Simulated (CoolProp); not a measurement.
Values from CoolProp's reference Helmholtz-energy equation of state, Thol 2012.

Question: For benzene, give the phase and the density (kg/m³), isothermal compressibility (1/MPa), expansivity (1/kK), Prandtl number at 324.6 K and 1870 kPa; 587.2 K and 1870 kPa; 620 K and 1870 kPa.

Answer: 
- 324.6 K and 1870 kPa: liquid; density 847, isothermal compressibility 0.00118, expansivity 1.27, Prandtl number 5.96
- 587.2 K and 1870 kPa: gas; density 34.1, isothermal compressibility 0.616, expansivity 2.62, Prandtl number 0.766
- 620 K and 1870 kPa: gas; density 31.4, isothermal compressibility 0.597, expansivity 2.29, Prandtl number 0.766

Viscosity comes from a separate model (Avgeri 2014). Thermal conductivity comes from a separate model (Assael 2012).
